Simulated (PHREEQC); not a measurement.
Dissolve 4.6 mmol/kgw KCl, 1 mmol/kgw CuSO4 and 2.1 mmol/kgw Fe(NO3)3 at 20 °C. Closed to the air; pH follows from the charge balance.

The numbers come from PHREEQC with the ion-association model, phreeqc.dat.

```
quantity                      before     after
--------------------------  --------  --------
pH                              2.91      3.37
ionic strength (mol/kgw)      0.0159    0.0170
FeOH+2 (mol/kgw)            0.000915  0.000984
Fe+3 (mol/kgw)              0.000376  0.000144
Fe(OH)2+ (mol/kgw)          0.000142  0.000429
Fe2(OH)2+4 (mol/kgw)         7.75e-5   9.22e-5
SI of Fe(OH)3(a) (Fe(OH)3)     +0.01     +0.94
SI of Sylvite (KCl)            -5.66     -5.67
```

Task: Name the change that produced these shifts.
(A) Fe(NO3)3 from 0.0021 to 0.00315 mol/kgw
(B) CuSO4 left out
(C) 0.0044 mol/kgw CuCl2 added
(D) 0.00084 mol/kgw Ca(OH)2 added
(E) Fe(NO3)3 from 0.0021 to 0.021 mol/kgw

Result: D, 0.00084 mol/kgw Ca(OH)2 added

Precipitation was switched off in this run. Some of these states are supersaturated (in Jarosite-K, Hematite (slow to form), Fe(OH)3(a), for instance).
